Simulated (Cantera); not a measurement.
Silicon oxide and oxynitride deposition: SiF4 + O2 + H2

A closed system holds: 1 mol SiF4, 0.1 mol O2, 46 mol H2, at 402 °C and 0.0220 bar.

Equilibrium computed with Cantera from the NASA thermochemical tables; the gas is ideal and each condensed phase is pure. Candidate condensed phases: H2O, Si, SiO2; 38 gas species. Kinetics and transport are ignored.

```json
{
 "x(H2)": "0.973",
 "x(SiF4)": "0.0199",
 "x(HF)": "0.00553",
 "x(H2O)": "0.00148",
 "n(SiO2(α-quartz))": "0.0651 mol",
 "gas_amount": "47.07 mol",
 "log10 activity of Si(s) (absent)": "-22.81"
}
```
